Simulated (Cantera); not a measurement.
A freely propagating, adiabatic, planar premixed flame of 21.4 % H2, 13.3 % O2, 65.3 % N2, unburnt at 600 K and 0.133 bar; mixture-averaged transport, grid criteria slope 0.08 and curve 0.16, no radiation.

Computed with Cantera and the H2/O2 subset of GRI-Mech 3.0, which has no nitrogen chemistry. Burning velocities carry a grid error of a few per cent, more on coarse grids.

Question: Predict: laminar burning velocity; thermal thickness; peak x(OH); peak x(H); peak x(HO2).

Answer: 
* **laminar burning velocity**: 427 cm/s
* **thermal thickness**: 7.22 mm
* **peak x(OH)**: 0.0117
* **peak x(H)**: 0.0549
* **peak x(HO2)**: 4.44e-5
